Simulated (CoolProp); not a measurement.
Vapour-liquid equilibrium of R143a (1) + R236FA (2) at 0.00629 MPa; x and y are mole fractions of (1).

Values from CoolProp's multi-fluid Helmholtz-energy mixture model, Lemmon and Jacobsen 2000 and Pan 2012; pair parameters Bell 2016.

Question: Give the bubble temperature and the first vapour's composition at x = 0.15, 0.25, 0.75. Is there an azeotrope?

Answer: x = 0.15: 205.0 K, y = 0.732; x = 0.25: 198.9 K, y = 0.861; x = 0.75: 184.4 K, y = 0.989. No azeotrope shows between x = 0.05 and 0.95.

The pair parameters rest on a limited set of measurements; away from them the model extrapolates.
